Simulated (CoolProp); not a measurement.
Vapour-liquid equilibrium of methanol (1) + ethanol (2) at 3.1 MPa; x and y are mole fractions of (1).

The numbers come from the multi-fluid Helmholtz-energy mixture model, de Reuck 1993 and Schroeder 2014; pair parameters Bell 2016 in CoolProp.

```json
[
 {"x": "0.05", "bubble temperature (°C)": "201.2", "y at the bubble point": "0.060", "dew temperature at overall composition x (°C)": "201.3", "liquid density (mol/L)": "12.17"},
 {"x": "0.15", "bubble temperature (°C)": "199.5", "y at the bubble point": "0.175", "dew temperature at overall composition x (°C)": "199.9", "liquid density (mol/L)": "12.65"},
 {"x": "0.25", "bubble temperature (°C)": "198.0", "y at the bubble point": "0.285", "dew temperature at overall composition x (°C)": "198.5", "liquid density (mol/L)": "13.15"},
 {"x": "0.35", "bubble temperature (°C)": "196.5", "y at the bubble point": "0.391", "dew temperature at overall composition x (°C)": "197.1", "liquid density (mol/L)": "13.69"},
 {"x": "0.45", "bubble temperature (°C)": "195.0", "y at the bubble point": "0.495", "dew temperature at overall composition x (°C)": "195.7", "liquid density (mol/L)": "14.25"},
 {"x": "0.55", "bubble temperature (°C)": "193.5", "y at the bubble point": "0.595", "dew temperature at overall composition x (°C)": "194.2", "liquid density (mol/L)": "14.86"},
 {"x": "0.65", "bubble temperature (°C)": "192.0", "y at the bubble point": "0.692", "dew temperature at overall composition x (°C)": "192.7", "liquid density (mol/L)": "15.50"},
 {"x": "0.75", "bubble temperature (°C)": "190.5", "y at the bubble point": "0.785", "dew temperature at overall composition x (°C)": "191.1", "liquid density (mol/L)": "16.19"},
 {"x": "0.85", "bubble temperature (°C)": "188.9", "y at the bubble point": "0.875", "dew temperature at overall composition x (°C)": "189.4", "liquid density (mol/L)": "16.93"},
 {"x": "0.95", "bubble temperature (°C)": "187.3", "y at the bubble point": "0.960", "dew temperature at overall composition x (°C)": "187.5", "liquid density (mol/L)": "17.72"}
]
```

No azeotrope shows between x = 0.05 and 0.95.

Pair parameters are fitted to limited data, so mixtures are less certain than the pure fluids.
